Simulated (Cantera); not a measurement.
# Low-pressure radical oxidation in H2/O2

An isothermal, constant-pressure homogeneous reactor starts with 4.95 % H₂, 30.9 % O₂, 61.9 % N₂, 2.26 % H₂O, equivalence ratio 0.080, at 1200 K and 0.00642 atm.

Model: GRI-Mech 3.0 (53 species, 325 reactions), integrated in Cantera. Radical loss at walls, strong at low pressure, is not modelled. The temperature is held fixed by assumption; the heat of reaction is taken as removed at once.

```json
[
 {"t (s)": "2.00e-6", "x H₂": "0.0495", "x O₂": "0.309", "x NO": "<1e-12", "x HO₂": "1.37e-11", "x H": "1.37e-11", "x NO₂": "<1e-12", "x N₂O": "<1e-12"},
 {"t (s)": "6.32e-6", "x H₂": "0.0495", "x O₂": "0.309", "x NO": "<1e-12", "x HO₂": "4.35e-11", "x H": "4.29e-11", "x NO₂": "<1e-12", "x N₂O": "<1e-12"},
 {"t (s)": "2.00e-5", "x H₂": "0.0495", "x O₂": "0.309", "x NO": "<1e-12", "x HO₂": "1.37e-10", "x H": "1.33e-10", "x NO₂": "<1e-12", "x N₂O": "<1e-12"},
 {"t (s)": "6.32e-5", "x H₂": "0.0495", "x O₂": "0.309", "x NO": "<1e-12", "x HO₂": "4.35e-10", "x H": "3.95e-10", "x NO₂": "<1e-12", "x N₂O": "<1e-12"},
 {"t (s)": "0.000200", "x H₂": "0.0495", "x O₂": "0.309", "x NO": "<1e-12", "x HO₂": "1.38e-9", "x H": "1.16e-9", "x NO₂": "<1e-12", "x N₂O": "<1e-12"},
 {"t (s)": "0.000632", "x H₂": "0.0495", "x O₂": "0.309", "x NO": "<1e-12", "x HO₂": "4.35e-9", "x H": "4.77e-9", "x NO₂": "<1e-12", "x N₂O": "<1e-12"},
 {"t (s)": "0.00200", "x H₂": "0.0495", "x O₂": "0.309", "x NO": "<1e-12", "x HO₂": "1.40e-8", "x H": "1.09e-7", "x NO₂": "<1e-12", "x N₂O": "<1e-12"},
 {"t (s)": "0.00632", "x H₂": "0.0465", "x O₂": "0.307", "x NO": "7.53e-12", "x HO₂": "7.90e-7", "x H": "0.00113", "x NO₂": "<1e-12", "x N₂O": "6.95e-12"},
 {"t (s)": "0.0200", "x H₂": "0.00232", "x O₂": "0.279", "x NO": "1.27e-7", "x HO₂": "9.52e-7", "x H": "0.0147", "x NO₂": "<1e-12", "x N₂O": "1.71e-9"},
 {"t (s)": "0.0632", "x H₂": "0.00199", "x O₂": "0.281", "x NO": "4.94e-7", "x HO₂": "9.49e-7", "x H": "0.0112", "x NO₂": "3.49e-12", "x N₂O": "2.19e-9"},
 {"t (s)": "0.200", "x H₂": "0.00120", "x O₂": "0.285", "x NO": "9.97e-7", "x HO₂": "9.02e-7", "x H": "0.00495", "x NO₂": "1.06e-11", "x N₂O": "2.76e-9"},
 {"t (s)": "0.632", "x H₂": "0.000320", "x O₂": "0.290", "x NO": "1.20e-6", "x HO₂": "6.43e-7", "x H": "0.000643", "x NO₂": "3.87e-11", "x N₂O": "4.44e-9"},
 {"t (s)": "2.00", "x H₂": "3.81e-5", "x O₂": "0.291", "x NO": "1.21e-6", "x HO₂": "2.14e-7", "x H": "2.61e-5", "x NO₂": "1.83e-10", "x N₂O": "7.01e-9"}
]
```
x: mole fraction; the columns are a selection and need not sum to one.

Equilibrium at this temperature and pressure: H₂ 2.17e-8, O₂ 0.292, NO 0.000208, HO₂ 4.19e-9, H 3.63e-10, NO₂ 3.33e-7, N₂O 1.05e-9 (gas phase only).
